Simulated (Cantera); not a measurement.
**Si3N4 + N2 (sublimation and decomposition of ceramics)**

A closed system holds: 1 mol Si3N4, 2.7 mol N2, equilibrated at 0.133 bar.

These are equilibrium values from Cantera (NASA tables, ideal gas, pure condensed phases), not measurements of a reactor. Candidate condensed phases: Si, Si3N4; 7 gas species. The tables' values for SiN are old estimates; treat these amounts as uncertain. Rates play no part.

From 1500 °C to 1650 °C the condensed part is Si3N4(s). From 1800 °C to 2400 °C the condensed part is Si(l). The main Si-bearing gas is Si throughout.

| T (°C) | x N2 | x Si | x Si2 | x SiN | x Si2N | x Si3 | x N | n Si3N4(s) | n Si(l) |
|---|---|---|---|---|---|---|---|---|---|
| 1500 | 1.000 | 1.94e-6 | 1.31e-9 | 3.40e-7 | 6.83e-8 | 3.83e-11 | 6.15e-11 | 1.000 | 0 |
| 1650 | 1.000 | 7.25e-5 | 3.53e-7 | 8.35e-6 | 6.73e-6 | 4.49e-8 | 7.78e-10 | 1.000 | 0 |
| 1800 | 0.999 | 0.000748 | 9.18e-6 | 6.01e-5 | 7.38e-5 | 1.90e-6 | 6.83e-9 | 0 | 3.00 |
| 1950 | 0.996 | 0.00345 | 5.77e-5 | 0.000203 | 0.000220 | 1.12e-5 | 4.47e-8 | 0 | 2.98 |
| 2100 | 0.985 | 0.0131 | 0.000286 | 0.000584 | 0.000566 | 5.20e-5 | 2.30e-7 | 0 | 2.93 |
| 2250 | 0.954 | 0.0422 | 0.00117 | 0.00147 | 0.00128 | 0.000200 | 9.65e-7 | 0 | 2.76 |
| 2400 | 0.870 | 0.119 | 0.00404 | 0.00321 | 0.00255 | 0.000656 | 3.34e-6 | 0 | 2.26 |
x: gas mole fraction; n: condensed amount in mol.
